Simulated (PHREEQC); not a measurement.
Dissolve 0.0088 mol CaCl2, 0.007 mol Na2SO4 and 4e-05 mol H4SiO4 per kg of water at 25 °C. Closed to the air; pH follows from the charge balance.

Model: ion-association model, phreeqc.dat, run in PHREEQC.

Each row changes one thing in this solution. Precipitation was switched off in this run.

```tsv
case	pH	ionic strength (mol/kgw)
as made	6.93	0.0406
H4SiO4 left out	7.03	0.0406
temperature from 25 to 75 °C	6.45	0.0397
CaCl2 replaced by PbCl2 at the same molality	5.17	?
diluted 100-fold with water	7.00	0.000470
Na2SO4 left out	6.88	0.0264
H4SiO4 from 4e-05 to 0.0004 mol/kgw	?	0.0406
Na2SO4 from 0.007 to 0.0105 mol/kgw	6.95	0.0488
```

Question: Complete the blanks.

Answer: 
- CaCl2 replaced by PbCl2 at the same molality, ionic strength (mol/kgw): 0.0331
- H4SiO4 from 4e-05 to 0.0004 mol/kgw, pH: 6.62

Some of these states are supersaturated (in Anglesite, Quartz (slow to form), Chalcedony (slow to form), for instance). At this temperature some constants are extrapolated from 25 °C, and those without enthalpy data are left unchanged.
